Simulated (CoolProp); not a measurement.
R114 along the isotherm 225.15 °C: fugacity coefficient from the reference equation and from simpler models built on Tc = 147.5 °C, pc = 33.52 bar, ω = 0.252; each cubic takes its own stable root.

Values from CoolProp's reference Helmholtz-energy equation of state, Platzer 1990. This equation is an older, rougher fit; its heat capacities, sound speeds and derivatives of the liquid may be far off and weren't checked against measurements.

```csv
p (bar),phase,reference
0.265,gas,0.9985
0.389,gas,0.9978
0.571,gas,0.9968
0.838,gas,0.9953
1.23,gas,0.9931
1.81,gas,0.9899
2.65,gas,0.9852
3.89,gas,0.9784
5.71,gas,0.9683
8.38,gas,0.9536
12.3,gas,0.9322
18.1,gas,0.9010
26.5,gas,0.8565
38.9,supercritical,0.7931
57.1,supercritical,0.7063
83.8,supercritical,0.6029
```

How far does each simpler model (van der Waals, Redlich-Kwong, Soave-Redlich-Kwong) lie from the reference over these 16 states: mean and median of the absolute difference, and the worst?


- van der Waals: mean 0.9 %, median 0.1 %, worst -5.8 % at 225.15 °C and 83.8 bar
- Redlich-Kwong: mean 0.8 %, median 0.3 %, worst -3.9 % at 225.15 °C and 83.8 bar
- Soave-Redlich-Kwong: mean 0.5 %, median 0.0 %, worst +3.6 % at 225.15 °C and 83.8 bar
